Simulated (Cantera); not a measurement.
An adiabatic, constant-volume homogeneous reactor starts with H2 : O2 : N2 : H2O = 1 : 1.35 : 5.08 : 0.18 (molar parts), at 1650 K and 490000 Pa. Integrator tolerance rtol = 1e-08.

Cantera simulation using GRI-Mech 3.0 (53 species, 325 reactions); the numbers are that mechanism's predictions, not measurements. The hydrogen kinetics of GRI-Mech 3.0 are dated; newer H2 mechanisms differ, most at raised pressure.

**Question.** What does this change do: pressure from 490000 Pa to 1000000 Pa?

**Answer.** 
| quantity | before | after |
|---|---|---|
| time of steepest temperature rise | 2.13 µs | 1.08 µs |
| temperature at 0.100 s | 2602 K | 2619 K |
| equilibrium temperature | 2602 K | 2619 K |
| x(H2) at 0.100 s | 0.00172 (gas-phase equilibrium 0.00172) | 0.00130 (gas-phase equilibrium 0.00130) |
| x(O2) at 0.100 s | 0.106 (gas-phase equilibrium 0.106) | 0.106 (gas-phase equilibrium 0.106) |
| x(H2O) at 0.100 s | 0.157 (gas-phase equilibrium 0.157) | 0.158 (gas-phase equilibrium 0.158) |
| x(OH) at 0.100 s | 0.0127 (gas-phase equilibrium 0.0127) | 0.0112 (gas-phase equilibrium 0.0112) |
| x(H) at 0.100 s | 0.000600 (gas-phase equilibrium 0.000600) | 0.000390 (gas-phase equilibrium 0.000390) |
| x(N2O) at 0.100 s | 2.60e-6 (gas-phase equilibrium 2.60e-6) | 3.83e-6 (gas-phase equilibrium 3.83e-6) |

**Question.** What does this change do: constant pressure in place of constant volume?

**Answer.** 
| quantity | before | after |
|---|---|---|
| time of steepest temperature rise | 2.13 µs | 2.14 µs |
| temperature at 0.100 s | 2602 K | 2461 K |
| equilibrium temperature | 2602 K | 2461 K |
| x(H2) at 0.100 s | 0.00172 (gas-phase equilibrium 0.00172) | 0.00108 (gas-phase equilibrium 0.00108) |
| x(O2) at 0.100 s | 0.106 (gas-phase equilibrium 0.106) | 0.109 (gas-phase equilibrium 0.109) |
| x(H2O) at 0.100 s | 0.157 (gas-phase equilibrium 0.157) | 0.159 (gas-phase equilibrium 0.159) |
| x(OH) at 0.100 s | 0.0127 (gas-phase equilibrium 0.0127) | 0.00923 (gas-phase equilibrium 0.00923) |
| x(H) at 0.100 s | 0.000600 (gas-phase equilibrium 0.000600) | 0.000316 (gas-phase equilibrium 0.000316) |
| x(N2O) at 0.100 s | 2.60e-6 (gas-phase equilibrium 2.60e-6) | 1.70e-6 (gas-phase equilibrium 1.70e-6) |
